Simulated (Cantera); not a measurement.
Feed: 1 mol SiH₂Cl₂, 0.66 mol Cl₂, 3.9 mol N₂, held at 22.0 mbar.

Equilibrium computed with Cantera from the NASA thermochemical tables; the gas is ideal and each condensed phase is pure. Candidate condensed phases: NH₄Cl, Si, Si₃N₄; 28 gas species. N₂ is the only nitrogen source here; it is nearly inert below about 1500 K, so the nitride shown seldom forms there in practice. Equilibrium is a limit: real reactors are often held back by kinetics, nucleation or transport.

Over these rows the condensed part is Si₃N₄(s). Partial pressures as log10 of bar:

| T (K) | 1000/T (1/K) | log p SiCl₂ | log p N₂ | log p HCl | log p SiCl₄ | log p H₂ |
|---|---|---|---|---|---|---|
| 950 | 1.0526 | -8.21 | -1.86 | -2.31 | -2.71 | -2.86 |
| 975 | 1.0256 | -7.81 | -1.86 | -2.30 | -2.71 | -2.87 |
| 1000 | 1.0000 | -7.44 | -1.86 | -2.30 | -2.72 | -2.88 |
| 1025 | 0.9756 | -7.08 | -1.86 | -2.29 | -2.72 | -2.89 |
| 1050 | 0.9524 | ? | -1.86 | -2.29 | -2.72 | -2.90 |
| 1075 | 0.9302 | -6.42 | -1.86 | -2.28 | -2.73 | -2.91 |

**Question.** Fit log p(SiCl₂) = a + b·(1000/T) to the five rows, give the apparent enthalpy, and predict the row at 1050 K.

**Answer.** Means: 1000/T = 0.9968, log p = -7.392. Sxy = -0.129186, Sxx = 0.0088383, so b = -14.62 and a = -7.392 − (-14.62)×0.9968 = 7.18.
Apparent enthalpy: −19.145 × (-14.62) = 280 kJ/mol. With the condensed phases at unit activity, 1/6 Si₃N₄(s) + 1/2 SiCl₄(g) = SiCl₂(g) + 1/3 N₂(g) links this pressure to the main gases: over the six rows their terms move log p by -0.01 in all, so the slope is close to that reaction's ΔH°. The five rows lie within 0.01 of the line.
Prediction at 1050 K: 7.18 + (-14.62)×0.9524 = -6.74. The computed value is -6.74, 0.00 from the line.
